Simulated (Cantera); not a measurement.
What does this Cantera script print?

```python
import numpy as np
import cantera as ct

gas_names = """
    CL CL2 H HCL H2 N NH NH2 NH3 N2 N2H2 N2H4 Si SiCL SiCL2 SiCL3 SiCL4 SiH SiHCL3 SiH2 SiH2CL2 SiH3
    SiH3CL SiH4 SiN Si2 Si2N Si3
""".split()
cond_names = """
    NH4CL(a) NH4CL(b) Si(cr) Si(L) Si3N4(a)
""".split()


def load(file, names, dense=False):
    # The tables refer to 1 bar. Condensed volumes are neglected.
    table = {s.name: s for s in ct.Species.list_from_file(file)}
    out = []
    for n in names:
        d = dict(table[n].input_data)
        d["thermo"] = dict(d["thermo"], **{"reference-pressure": 1e5})
        if dense:
            d["equation-of-state"] = {"model": "constant-volume", "density": "1e6 g/cm^3"}
        out.append(ct.Species.from_dict(d))
    return out


gas = ct.Solution(thermo="ideal-gas", species=load("nasa_gas.yaml", gas_names))
cond = {s.name: ct.Solution(thermo="fixed-stoichiometry", species=[s], name=s.name)
        for s in load("nasa_condensed.yaml", cond_names, dense=True)}
atoms = {
    'Si2Cl6': {'Si': 2, 'CL': 6},
    'N2': {'N': 2},
    'H2': {'H': 2},
}
top_T = {'Si3N4(a)': 2400}  # K; cautious upper limits of use, not melting points


def equilibrate(T, P, feed):
    n = {}
    for name, mol in feed.items():
        for a, k in atoms[name].items():
            n[a] = n.get(a, 0.0) + k * mol
    gas.TPX = T, P, n
    mass = sum(n.values()) * gas.mean_molecular_weight
    gas.equilibrate("TP")
    valid = [c for c in cond.values() if c.min_temp <= T <= top_T.get(c.name, c.max_temp)]
    mix = ct.Mixture([(gas, mass / gas.mean_molecular_weight)] + [(c, 0.0) for c in valid])
    mix.T, mix.P = T, P
    mix.equilibrate("TP", solver="vcs", rtol=1e-11, max_steps=5000)
    return mix


results = []
feed = {'Si2Cl6': 1, 'N2': 3.7, 'H2': 5.8}  # mol
T = 1500  # K
for P in [5, 21, 85, 350, 1400, 5900, 24000, 100000]:
    mix = equilibrate(T, P, feed)
    results.append((T, P, feed, dict(zip(mix.species_names, mix.species_moles))))
    x = sorted(zip(gas.X, gas.species_names), reverse=True)
    print(f"T = {T:g} K  P = {P:g} Pa  gas = {mix.phase_moles(0):.4g} mol")
    print("   x: " + "  ".join(f"{s} {v:.3e}" for v, s in x if v > 0.001))
    print("   condensed (mol): " + ("  ".join(f"{mix.phase(i).name} {mix.phase_moles(i):.4g}"
          for i in range(1, mix.n_phases) if mix.phase_moles(i) > 1e-12) or "none"))
```

Output:

```
T = 1500 K  P = 5 Pa  gas = 12.51 mol
   x: H2 3.832e-01  N2 2.957e-01  HCL 1.591e-01  SiCL2 1.587e-01  H 1.541e-03
   condensed (mol): none
T = 1500 K  P = 21 Pa  gas = 12.5 mol
   x: H2 3.845e-01  N2 2.961e-01  HCL 1.584e-01  SiCL2 1.584e-01  SiCL3 1.460e-03
   condensed (mol): none
T = 1500 K  P = 85 Pa  gas = 12.26 mol
   x: H2 3.668e-01  N2 2.841e-01  HCL 2.120e-01  SiCL2 1.329e-01  SiCL3 3.377e-03
   condensed (mol): Si3N4(a) 0.1083
T = 1500 K  P = 350 Pa  gas = 11.96 mol
   x: H2 3.457e-01  HCL 2.783e-01  N2 2.690e-01  SiCL2 9.809e-02  SiCL3 6.842e-03  SiCL4 1.515e-03
   condensed (mol): Si3N4(a) 0.2416
T = 1500 K  P = 1400 Pa  gas = 11.64 mol
   x: HCL 3.358e-01  H2 3.300e-01  N2 2.556e-01  SiCL2 6.144e-02  SiCL3 1.058e-02  SiCL4 5.791e-03
   condensed (mol): Si3N4(a) 0.3624
T = 1500 K  P = 5900 Pa  gas = 11.35 mol
   x: HCL 3.707e-01  H2 3.248e-01  N2 2.468e-01  SiCL2 2.984e-02  SiCL4 1.468e-02  SiCL3 1.175e-02  SiHCL3 1.332e-03
   condensed (mol): Si3N4(a) 0.4486
T = 1500 K  P = 24000 Pa  gas = 11.17 mol
   x: HCL 3.777e-01  H2 3.290e-01  N2 2.444e-01  SiCL4 2.478e-02  SiCL2 1.208e-02  SiCL3 9.711e-03  SiHCL3 2.236e-03
   condensed (mol): Si3N4(a) 0.4847
T = 1500 K  P = 100000 Pa  gas = 11.07 mol
   x: HCL 3.679e-01  H2 3.381e-01  N2 2.458e-01  SiCL4 3.383e-02  SiCL3 6.760e-03  SiCL2 4.290e-03  SiHCL3 3.220e-03
   condensed (mol): Si3N4(a) 0.4889
```

Cantera equilibrium calculation (NASA polynomials, part measured and part estimated; ideal gas, pure solids and liquids). The feed counts by its element totals alone. The tables' values for SiCl3, SiCl are old estimates; treat these amounts as uncertain.
